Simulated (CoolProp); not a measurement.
Vapour-liquid equilibrium of o-xylene (1) + n-decane (2) at 408.8 K; x and y are mole fractions of (1).

The numbers come from the multi-fluid Helmholtz-energy mixture model, Zhou 2012 and Lemmon 2006; pair parameters Bell 2016 in CoolProp.

| x | bubble pressure, mixture model (MPa) | bubble pressure, Raoult's law (MPa) | y, mixture model | y, Raoult's law |
|---|---|---|---|---|
| 0.05 | 0.03621 | 0.03629 | [?] | 0.110 |
| 0.2 | 0.04300 | 0.04318 | 0.363 | 0.370 |
| 0.35 | [?] | 0.05008 | 0.552 | 0.559 |
| 0.5 | [?] | 0.05698 | 0.696 | 0.702 |
| 0.65 | [?] | 0.06388 | [?] | 0.814 |
| 0.8 | 0.07069 | 0.07078 | 0.901 | 0.904 |
| 0.95 | 0.07765 | 0.07767 | 0.977 | 0.978 |

Some entries are withheld; supply them.


- 0.05, y, mixture model: 0.107
- 0.35, bubble pressure, mixture model (MPa): 0.04990
- 0.5, bubble pressure, mixture model (MPa): 0.05683
- 0.65, bubble pressure, mixture model (MPa): 0.06375
- 0.65, y, mixture model: 0.809

The largest gap from Raoult's law is -0.4 % in bubble pressure, at x = 0.2. No azeotrope shows between x = 0.05 and 0.95.

The pair parameters rest on a limited set of measurements; away from them the model extrapolates.
